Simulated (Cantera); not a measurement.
## Moist CO burnout

An isothermal, constant-pressure homogeneous reactor starts with CO : O2 : H2O : N2 = 0.011 : 0.036 : 0.38 : 1 (molar parts), equivalence ratio 0.15, at 1300 K and 900 Torr.

Model: GRI-Mech 3.0 (53 species, 325 reactions), integrated in Cantera.

```
t (s)         x CO    x O2  x H2O     x CO2     x HO2     x N2O
--------  --------  ------  -----  --------  --------  --------
7.00e-6    0.00771  0.0252  0.266  3.82e-10  2.32e-10    <1e-12
2.88e-5    0.00771  0.0252  0.266   2.34e-9   1.04e-9    <1e-12
0.000118   0.00771  0.0252  0.266   3.33e-8   7.78e-9    <1e-12
0.000487   0.00770  0.0252  0.266   4.16e-6   6.08e-7  2.11e-11
0.00201    0.00246  0.0228  0.266   0.00527   1.20e-5   6.40e-8
0.00825   0.000126  0.0215  0.267   0.00761   1.05e-6   1.26e-7
0.0339     3.95e-6  0.0215  0.267   0.00773   5.77e-8   1.30e-7
0.140      3.26e-8  0.0215  0.267   0.00774   1.26e-8   8.86e-8
0.574      7.44e-9  0.0215  0.267   0.00774   1.16e-8   2.05e-8
2.36       7.43e-9  0.0215  0.267   0.00774   1.16e-8   8.25e-9
9.72       7.43e-9  0.0215  0.267   0.00774   1.16e-8   8.25e-9
40.0       7.43e-9  0.0215  0.267   0.00774   1.16e-8   8.25e-9
```
x: mole fraction; the columns are a selection and need not sum to one.

Equilibrium at this temperature and pressure: CO 7.44e-9, O2 0.0214, H2O 0.267, CO2 0.00774, HO2 1.16e-8, N2O 8.24e-9 (gas phase only).
